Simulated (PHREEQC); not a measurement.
4.1 g of hydrous ferric oxide (600 m²/g; 0.2 weak and 0.005 strong sites per Fe, Dzombak-Morel constants, diffuse double layer) in 1 kg of water with 0.3 mol/kgw of an inert sodium salt and 4.9e-05 mol/kgw Na2SO4, 0.0064 mol/kgw Ag2SO4 and 0.00063 mol/kgw CaCl2, at 25 °C; the pH is set by adding NaOH or the inert anion's acid. Oxygen is held at 0.21 atm. CO2 from the air is kept out. Nothing may precipitate in this run.

The series has 17 steps of pH, from 4 to 10.

Equilibrium calculation in PHREEQC: ion-association model, wateq4f.dat.

Problem. Near which pH is half of the Ag sorbed, and on which side is more sorbed?

Solution. Near pH 8.2, with more sorbed at higher pH.

Along this series the solution becomes supersaturated in solids that the run did not let form, among them Cerargyrite, Ag2O.
